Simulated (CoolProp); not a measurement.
Vapour-liquid equilibrium of ethylene (1) + isobutane (2) at -36.85 °C; x and y are mole fractions of (1).

Values from CoolProp's multi-fluid Helmholtz-energy mixture model, Smukala 2000 and Bücker 2006; pair parameters Bell 2016.

| x | bubble pressure, mixture model (MPa) | bubble pressure, Raoult's law (MPa) | y, mixture model | y, Raoult's law |
|---|---|---|---|---|
| 0.05 | 0.09167 | 0.1116 | 0.643 | 0.714 |
| 0.125 | 0.1829 | 0.2287 | 0.829 | 0.871 |
| 0.2 | … | 0.3457 | 0.894 | 0.922 |
| 0.275 | … | 0.4627 | 0.927 | 0.947 |
| 0.35 | 0.4876 | 0.5797 | 0.947 | 0.962 |
| 0.425 | 0.5991 | 0.6967 | 0.960 | 0.972 |
| 0.5 | 0.7151 | 0.8138 | 0.969 | 0.979 |
| 0.575 | 0.8350 | 0.9308 | 0.977 | 0.985 |
| 0.65 | 0.9587 | 1.048 | … | 0.989 |
| 0.725 | 1.086 | 1.165 | 0.987 | 0.992 |
| 0.8 | 1.216 | 1.282 | … | 0.995 |
| 0.875 | … | 1.399 | 0.994 | 0.997 |
| 0.95 | … | 1.516 | … | 0.999 |

Q: Some entries are withheld; supply them.

A: 
- 0.2, bubble pressure, mixture model (MPa): 0.2794
- 0.275, bubble pressure, mixture model (MPa): 0.3810
- 0.65, y, mixture model: 0.982
- 0.8, y, mixture model: 0.991
- 0.875, bubble pressure, mixture model (MPa): 1.351
- 0.95, bubble pressure, mixture model (MPa): 1.493
- 0.95, y, mixture model: 0.998

The largest gap from Raoult's law is -20.0 % in bubble pressure, at x = 0.125. No azeotrope shows between x = 0.05 and 0.95.

Pair parameters are fitted to limited data, so mixtures are less certain than the pure fluids.
